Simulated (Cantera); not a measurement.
A closed system holds: 1 mol C₆H₆, 1.6 mol CO₂, 1.5 mol N₂, 0.23 mol H₂O, equilibrated at 2950 K and 5.20 mbar.

Equilibrium computed with Cantera from the NASA thermochemical tables; the gas is ideal and each condensed phase is pure. Candidate condensed phases: C, C₆H₆, C₇H₈, C₈H₁₈, H₂O; 136 gas species. Equilibrium is a limit: real reactors are often held back by kinetics, nucleation or transport.

Base state: H 0.439, CO 0.306, N₂ 0.119, H₂ 0.0549, C₃ 0.0349, HCN 0.0148, CN 0.0116, C 0.00601 (mole fractions); condensed: C(graphite).

Task: What changes in the equilibrium state with this change: CO₂ from 1.6 to 0.081 mol?

Result: 
```tsv
species	before	after
H	0.439	0.585
N₂	0.119	0.170
H₂	0.0549	0.0975
CO	0.306	0.0500
HCN	0.0148	0.0236
CN	0.0116	0.0139
C₃	0.0349	0.0349
C₂H₂ (vinylidene)	8.26e-6	1.47e-5
C₂H₂ (acetylene)	0.00295	0.00523
C₄H₂	6.60e-5	0.000117
HNC	0.00268	0.00428
C(graphite), mol	2.33	4.25
```

Task: What changes in the equilibrium state with this change: N₂ from 1.5 to 43 mol?

Result: 
```csv
species,before,after
N₂,0.119,0.780
H,0.439,0.105
CO,0.306,0.0634
H₂,0.0549,0.00313
C₃,0.0349,0.0127
HCN,0.0148,0.00646
CN,0.0116,0.0213
C₄H₂,6.60e-5,9.74e-7
C₂H₂ (acetylene),0.00295,8.55e-5
C₂H,0.00376,0.000457
"C(graphite), mol",2.33,0
```

Task: What changes in the equilibrium state with this change: temperature from 2950 K to 2400 K?

Result: 
| species | before | after |
|---|---|---|
| CO | 0.306 | 0.395 |
| H₂ | 0.0549 | 0.302 |
| N₂ | 0.119 | 0.166 |
| H | 0.439 | 0.121 |
| C₃ | 0.0349 | 1.89e-5 |
| CN | 0.0116 | 0.000245 |
| HCN | 0.0148 | 0.0122 |
| C₅ | 0.000547 | 3.57e-8 |
| C₄ | 0.000102 | 7.70e-9 |
| C₂ | 0.00351 | 1.71e-6 |
| C | 0.00601 | 7.64e-6 |
| CNC | 2.40e-5 | 5.02e-8 |
| C(graphite), mol | 2.33 | 4.01 |
